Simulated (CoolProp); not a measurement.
The numbers come from the reference Helmholtz-energy equation of state, Penoncello 2003 in CoolProp.

Question: For CHF3 (R23), give the phase and the cv (kJ/(kg K)), Prandtl number at -73.15 °C and 1.86 MPa; -73.15 °C and 5.58 MPa.

Answer: 
- -73.15 °C and 1.86 MPa: liquid; cv 0.716, Prandtl number 2.62
- -73.15 °C and 5.58 MPa: liquid; cv 0.716, Prandtl number 2.65

Viscosity comes from a separate model (Shan 2000). Thermal conductivity comes from a separate model (Shan 2000).
